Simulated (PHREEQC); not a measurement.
Synthetic water in mg/kgw, 15 °C, pH 2.15, pe 11.2: Na 63.8; K 0.332; Ca 728; Mg 14.5; Cl 37.3; S(6) as SO4 3200; Cu(2) 0.662; Fe(3) 313; Mn(2) 0.706; N(5) as NO3 2.96.

Valence states are taken as typed.

Computed with PHREEQC (ion-association model, phreeqc.dat).

Task: The ionic strength comes out as 0.0703 mol/kgw. What activity coefficients do FeCl+2, SO4-2, NO3-, NaSO4-, HSO4- get?

Result: FeCl+2 0.43, SO4-2 0.42, NO3- 0.78, NaSO4- 0.81, HSO4- 0.80.

This is a speciation only: nothing precipitates in the calculation. Saturation is exceeded, for instance for Gypsum, Hematite (slow to form); the values hold only as long as no solid forms. Species that the database lacks are ignored.
